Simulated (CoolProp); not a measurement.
The fluoroketone C6F12O (FK-5-1-12) along the isotherm 226.85 °C: fugacity coefficient from the reference equation and from simpler models built on Tc = 168.7 °C, pc = 1869 kPa, ω = 0.471; each cubic takes its own stable root.

Model: reference Helmholtz-energy equation of state, McLinden 2015, in CoolProp.

```tsv
p (kPa)	phase	reference	van der Waals	Soave-Redlich-Kwong
216	gas	0.9748	0.9748	0.9761
431	gas	0.9502	0.9498	0.9526
647	gas	0.9260	0.9249	0.9294
863	gas	0.9022	0.9000	0.9065
1080	gas	0.8786	0.8751	0.8839
1290	gas	0.8562	0.8511	___
1510	gas	0.8331	0.8259	0.8402
1730	gas	0.8102	0.8007	0.8184
1940	supercritical	0.7888	0.7765	0.7979
2160	supercritical	___	0.7510	0.7769
2370	supercritical	0.7458	___	0.7572
2590	supercritical	0.7243	0.7005	0.7371
2800	supercritical	0.7043	___	0.7184
```

Q: Some entries are withheld; supply them.

A: 
- 1290, Soave-Redlich-Kwong: 0.8624
- 2160, reference: 0.7666
- 2370, van der Waals: 0.7264
- 2800, van der Waals: 0.6757
